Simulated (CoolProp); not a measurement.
Carbonyl sulfide at several states: Z from the reference equation and from simpler models built on Tc = 105.6 °C, pc = 6369 kPa, ω = 0.098; each cubic takes its own stable root.

Model: reference Helmholtz-energy equation of state, Lemmon 2006, in CoolProp. It is a short technical equation, of lower accuracy than the large ones.

```
T (°C)   p (kPa)   phase  reference  van der Waals  Soave-Redlich-Kwong  Peng-Robinson
-------  -------  ------  ---------  -------------  -------------------  -------------
-21.95       211     gas     0.9592         0.9738               0.9630            [?]
55.95       8550  liquid        [?]         0.3007                  [?]            [?]
-86.55      23.6  liquid        [?]         0.9945            0.0007705      0.0006846
-121.35    13000  liquid     0.4658            [?]                  [?]         0.4410
8.75        58.2     gas     0.9924         0.9945               0.9927         0.9922
-105.65     3000  liquid        [?]         0.1568               0.1060        0.09436
```

Question: What belongs in the gaps?

Answer: 
- -21.95, Peng-Robinson: 0.9613
- 55.95, reference: 0.2021
- 55.95, Soave-Redlich-Kwong: 0.2198
- 55.95, Peng-Robinson: 0.1949
- -86.55, reference: 0.0007314
- -121.35, van der Waals: 0.7262
- -121.35, Soave-Redlich-Kwong: 0.4944
- -105.65, reference: 0.1003

At some of these states van der Waals gives the other phase, because its saturation line lies elsewhere.
